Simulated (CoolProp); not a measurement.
The fluoroketone C6F12O (FK-5-1-12) along the isobar 5.62 MPa: fugacity coefficient from the reference equation and from simpler models built on Tc = 441.8 K, pc = 1.869 MPa, ω = 0.471; each cubic takes its own stable root.

The numbers come from the reference Helmholtz-energy equation of state, McLinden 2015 in CoolProp.

```tsv
T (K)	phase	reference
314.8	liquid	0.02014
337.9	liquid	0.04159
361.1	liquid	0.07559
384.2	liquid	0.1234
407.4	liquid	0.1854
430.5	liquid	0.2590
453.7	supercritical	0.3410
476.8	supercritical	0.4255
500	supercritical	0.5076
```

Q: How far does each simpler model (van der Waals, Redlich-Kwong, Soave-Redlich-Kwong, Peng-Robinson) lie from the reference over these 9 states: mean and median of the absolute difference, and the worst?

A: 
- van der Waals: mean 127.4 %, median 56.4 %, worst +499.3 % at 314.8 K and 5.62 MPa
- Redlich-Kwong: mean 43.5 %, median 22.9 %, worst +147.6 % at 314.8 K and 5.62 MPa
- Soave-Redlich-Kwong: mean 6.1 %, median 6.5 %, worst +6.9 % at 453.7 K and 5.62 MPa
- Peng-Robinson: mean 0.8 %, median 0.7 %, worst -1.3 % at 337.9 K and 5.62 MPa
